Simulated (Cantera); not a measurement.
What does this Cantera script print?

```python
import numpy as np
import cantera as ct

surf = ct.Interface("diamond.yaml", "diamond_100")
gas, bulk = surf.adjacent["gas"], surf.adjacent["diamond"]
k = surf.kinetics_species_index(bulk.species_names[0])
cover = ["c6HH", "c6H*", "c6*H", "c6**", "c6HM", "c6B"]

rows, drift = [], 0.0
print(f"{'xH':>10s}{'um/h':>11s}" + "".join(f"{s:>11s}" for s in cover))
for v in [0.0001, 0.00023, 0.00052, 0.0012, 0.0027, 0.0061, 0.014, 0.031, 0.071]:
    T, P, xH, xCH3 = 1098, 3500, v, 0.0019
    gas.TPX = T, P, {"H": xH, "CH3": xCH3, "CH4": 0.0041, "H2": 1 - xH - xCH3 - 0.0041}
    surf.TP = bulk.TP = T, P
    surf.coverages = "c6H*:0.1, c6HH:0.9"
    surf.advance_coverages(100.0)
    before = surf.coverages
    surf.advance_coverages(100.0)
    drift = max(drift, np.max(np.abs(surf.coverages - before) / (surf.coverages + 1e-9)))
    rate = surf.net_production_rates[k] * bulk.mean_molecular_weight / bulk.density * 3.6e9
    rows.append([rate, *surf[cover].coverages])
    print(f"{v:10.4g}{rate:11.4e}" + "".join(f"{x:11.3e}" for x in rows[-1][1:]))
```

Output:

```
        xH       um/h       c6HH       c6H*       c6*H       c6**       c6HM        c6B
    0.0001 1.0550e+00  4.910e-01  1.845e-02  2.937e-01  1.690e-03  1.213e-01  2.863e-09
   0.00023 2.6099e+00  4.448e-01  1.998e-02  3.182e-01  3.540e-03  1.341e-01  7.082e-09
   0.00052 5.8620e+00  4.241e-01  2.082e-02  3.315e-01  6.225e-03  1.384e-01  1.591e-08
    0.0012 1.2177e+01  4.228e-01  2.172e-02  3.457e-01  9.429e-03  1.294e-01  3.304e-08
    0.0027 2.1557e+01  4.378e-01  2.303e-02  3.665e-01  1.239e-02  1.044e-01  5.850e-08
    0.0061 3.2322e+01  4.615e-01  2.464e-02  3.916e-01  1.483e-02  7.033e-02  8.771e-08
     0.014 4.1443e+01  4.835e-01  2.608e-02  4.135e-01  1.656e-02  3.959e-02  1.125e-07
     0.031 4.7038e+01  4.974e-01  2.706e-02  4.270e-01  1.755e-02  2.036e-02  1.276e-07
     0.071 5.0237e+01  5.053e-01  2.784e-02  4.343e-01  1.813e-02  9.506e-03  1.363e-07
```

Detailed kinetics in Cantera: the Harris–Goodwin 1993 mechanism for the reconstructed diamond (100) surface.
